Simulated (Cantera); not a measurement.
A perfectly stirred reactor is fed with H2 : O2 : N2 : NO = 1 : 1.06 : 4 : 0.0061 (molar parts), at 10.0 bar; it is adiabatic with a 575 K inlet, and is followed from long to short residence time, starting on the burning branch (τ in s: 0.037, 0.017, 0.008, 0.0037, 0.0017, 0.00082, 0.00038, 0.00018, 8.3e-05).

Model: GRI-Mech 3.0 (53 species, 325 reactions), integrated in Cantera. The hydrogen kinetics of GRI-Mech 3.0 are dated; newer H2 mechanisms differ, most at raised pressure. The mechanism lacks 2 NO + O2 → 2 NO2 and HONO, so NO2 and the effect of NO are under-described below about 1400 K.

What does this change do: pressure from 10.0 bar to 1.00 bar?


| quantity | before | after |
|---|---|---|
| blow-out, bracketed by the residence times tried | burning at 83.0 µs, the shortest tried | burning at 83.0 µs, the shortest tried |
| x(H2) at τ = 37.0 ms | 4.10e-5 | 0.000310 |
| x(O2) at τ = 37.0 ms | 0.100 | 0.1000 |
| x(NO) at τ = 37.0 ms | 0.00110 | 0.00111 |
| x(O) at τ = 37.0 ms | 2.14e-5 | 0.000315 |
| x(OH) at τ = 37.0 ms | 0.000574 | 0.00218 |
| x(H2) at τ = 1.70 ms | 0.000326 | 0.00227 |
| x(O2) at τ = 1.70 ms | 0.100 | 0.0990 |
| x(NO) at τ = 1.70 ms | 0.00109 | 0.00110 |
| x(O) at τ = 1.70 ms | 1.00e-4 | 0.00232 |
| x(OH) at τ = 1.70 ms | 0.00117 | 0.00543 |
